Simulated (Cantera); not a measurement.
## Metals in furnace atmospheres: Pb + NH3 + N2

Feed: 1 mol Pb, 0.57 mol NH3, 52 mol N2, equilibrated at 47.3 Torr.

Method: chemical equilibrium by Gibbs-energy minimisation in Cantera with the NASA 1993 tables (ideal gas, pure condensed phases). Candidate condensed phases: Pb; 11 gas species. The numbers say what is thermodynamically allowed, not how fast it happens.

| T (K) | x N2 | x Pb | x H2 | x H | x NH3 | x Pb2 | x N | n Pb(l) |
|---|---|---|---|---|---|---|---|---|
| 650 | 0.984 | 1.49e-9 | 0.0161 | <1e-12 | 2.39e-6 | <1e-12 | <1e-12 | 1.00 |
| 800 | 0.984 | 9.75e-7 | 0.0161 | 1.46e-12 | 3.81e-7 | <1e-12 | <1e-12 | 1.000 |
| 950 | 0.984 | 7.99e-5 | 0.0161 | 2.81e-10 | 1.05e-7 | 1.14e-10 | <1e-12 | 0.996 |
| 1100 | 0.982 | 0.00192 | 0.0161 | 1.31e-8 | 4.04e-8 | 2.34e-8 | <1e-12 | 0.898 |
| 1250 | 0.966 | 0.0185 | 0.0158 | 2.42e-7 | 1.88e-8 | 9.76e-7 | <1e-12 | 0 |
| 1400 | 0.966 | 0.0185 | 0.0158 | 2.44e-6 | 1.05e-8 | 5.21e-7 | <1e-12 | 0 |
| 1550 | 0.966 | 0.0185 | 0.0158 | 1.58e-5 | 6.57e-9 | 3.13e-7 | <1e-12 | 0 |
| 1700 | 0.966 | 0.0185 | 0.0158 | 7.37e-5 | 4.46e-9 | 2.05e-7 | 2.18e-11 | 0 |
| 1850 | 0.966 | 0.0185 | 0.0157 | 0.000269 | 3.20e-9 | 1.43e-7 | 3.40e-10 | 0 |
| 2000 | 0.965 | 0.0185 | 0.0154 | 0.000804 | 2.37e-9 | 1.04e-7 | 3.53e-9 | 0 |
x: gas mole fraction; n: condensed amount in mol.

From 650 K to 1100 K the condensed part is Pb(l). From 1250 K to 2000 K nothing is condensed.
